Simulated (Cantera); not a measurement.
A diamond (100) surface in a fixed gas of H2 with x(CH4) = 0.022, x(H) = 0.0049, at 1400 K, 2700 Pa; coverages are run to steady state.

Cantera simulation using the Harris–Goodwin 1993 mechanism for the reconstructed diamond (100) surface; the numbers are that mechanism's predictions, not measurements.

One state of this run: growth (µm/h) = 0.312; θ c6HH = 0.342; θ c6H* = 0.0592; θ c6*H = 0.541; θ c6** = 0.0569; θ c6HM = 1.36e-5. θ: site fractions in the mechanism's names (c6HH fully hydrogenated, c6H* and c6*H radical sites, c6** diradical, c6HM methylated).

Problem. Which value of x(CH3) does it belong to?
A) 0.00042
B) 5.6e-06
C) 7.5e-05
D) 1e-06

Solution. C, 7.5e-05
